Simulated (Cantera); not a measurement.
Input (Python, Cantera) and output of one run.

```python
import numpy as np
import cantera as ct

gas_names = """
    AL ALCL ALCL2 ALCL3 ALH ALN AL2 AL2CL6 CL CL2 H HCL H2 N NH NH2 NH3 N2 N2H2 N2H4
""".split()
cond_names = """
    AL(cr) AL(L) ALCL3(s) ALCL3(L) ALN(s) NH4CL(a) NH4CL(b)
""".split()


def load(file, names, dense=False):
    # The tables refer to 1 bar. Condensed volumes are neglected.
    table = {s.name: s for s in ct.Species.list_from_file(file)}
    out = []
    for n in names:
        d = dict(table[n].input_data)
        d["thermo"] = dict(d["thermo"], **{"reference-pressure": 1e5})
        if dense:
            d["equation-of-state"] = {"model": "constant-volume", "density": "1e6 g/cm^3"}
        out.append(ct.Species.from_dict(d))
    return out


gas = ct.Solution(thermo="ideal-gas", species=load("nasa_gas.yaml", gas_names))
cond = {s.name: ct.Solution(thermo="fixed-stoichiometry", species=[s], name=s.name)
        for s in load("nasa_condensed.yaml", cond_names, dense=True)}
atoms = {
    'AlCl3': {'AL': 1, 'CL': 3},
    'N2': {'N': 2},
    'H2': {'H': 2},
}
top_T = {'ALN(s)': 2750}  # K; cautious upper limits of use, not melting points


def equilibrate(T, P, feed):
    n = {}
    for name, mol in feed.items():
        for a, k in atoms[name].items():
            n[a] = n.get(a, 0.0) + k * mol
    gas.TPX = T, P, n
    mass = sum(n.values()) * gas.mean_molecular_weight
    gas.equilibrate("TP")
    valid = [c for c in cond.values() if c.min_temp <= T <= top_T.get(c.name, c.max_temp)]
    mix = ct.Mixture([(gas, mass / gas.mean_molecular_weight)] + [(c, 0.0) for c in valid])
    mix.T, mix.P = T, P
    mix.equilibrate("TP", solver="vcs", rtol=1e-11, max_steps=5000)
    return mix


results = []
feed = {'AlCl3': 1, 'N2': 18, 'H2': 40}  # mol
P = 10000  # Pa
for T in [1500, 1525, 1550, 1575, 1600, 1625, 1650, 1675, 1700, 1725, 1750, 1775, 1800, 1825]:
    mix = equilibrate(T, P, feed)
    results.append((T, P, feed, dict(zip(mix.species_names, mix.species_moles))))

top = {s: max(r[3][s] / sum(r[3][g] for g in gas_names) for r in results) for s in gas_names}
cols = sorted((s for s in top if top[s] > 0.0001), key=lambda s: -top[s])[:7]
seen = [c for c in cond_names if any(r[3].get(c, 0) > 1e-12 for r in results)]
print("log10 of partial pressures in bar; condensed amounts in mol")
print(f"{'T/K':>10s}" + "".join(f"{s[:9]:>10s}" for s in cols + seen))
for T, P, feed, n in results:
    ng = sum(n[g] for g in gas_names)
    print(f"{T:10.4g}" + "".join(f"{np.log10(max(n[s] / ng * P / 1e5, 1e-99)):10.3f}" for s in cols)
          + "".join(f"{n.get(c, 0):10.4g}" for c in seen))
```

Output:

```
log10 of partial pressures in bar; condensed amounts in mol
       T/K        H2        N2       HCL      ALCL     ALCL3     ALCL2         H    ALN(s)
      1500    -1.182    -1.525    -2.415    -4.238    -3.445    -4.287    -5.345    0.7233
      1525    -1.182    -1.525    -2.421    -4.044    -3.453    -4.174    -5.217    0.6988
      1550    -1.182    -1.524    -2.427    -3.859    -3.465    -4.068    -5.093    0.6653
      1575    -1.182    -1.524    -2.436    -3.682    -3.484    -3.970    -4.972    0.6196
      1600    -1.182    -1.524    -2.447    -3.513    -3.511    -3.881    -4.856     0.558
      1625    -1.182    -1.524    -2.462    -3.354    -3.549    -3.803    -4.743    0.4764
      1650    -1.183    -1.523    -2.481    -3.204    -3.600    -3.737    -4.633    0.3704
      1675    -1.183    -1.523    -2.506    -3.066    -3.669    -3.685    -4.527    0.2368
      1700    -1.184    -1.522    -2.538    -2.939    -3.758    -3.651    -4.424   0.07407
      1725    -1.185    -1.522    -2.546    -2.881    -3.864    -3.660    -4.323         0
      1750    -1.185    -1.522    -2.535    -2.867    -3.971    -3.691    -4.226         0
      1775    -1.186    -1.522    -2.526    -2.855    -4.080    -3.725    -4.131         0
      1800    -1.186    -1.522    -2.518    -2.845    -4.191    -3.761    -4.039         0
      1825    -1.186    -1.523    -2.512    -2.836    -4.302    -3.799    -3.949         0
```

Cantera equilibrium calculation (NASA polynomials, part measured and part estimated; ideal gas, pure solids and liquids). The tables' values for AlCl2 are old estimates; treat these amounts as uncertain.
